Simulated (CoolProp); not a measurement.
Properties of R1336mzz(Z) at several states.

The numbers come from the reference Helmholtz-energy equation of state, McLinden 2020 in CoolProp.

```
T (K)  p (bar)   phase         Z  cv (kJ/(kg K))  speed of sound (m/s)  isothermal compressibility (1/MPa)
-----  -------  ------  --------  --------------  --------------------  ----------------------------------
282      0.385  liquid  0.001916          0.8762                 685.7                            0.002051
398.6     1.35     gas    0.9749          0.9624                 142.6                               7.602
271.2     10.5  liquid   0.05323          0.8576                 732.1                            0.001763
356.9     1.13     gas    0.9682          0.9060                 134.4                               9.149
```
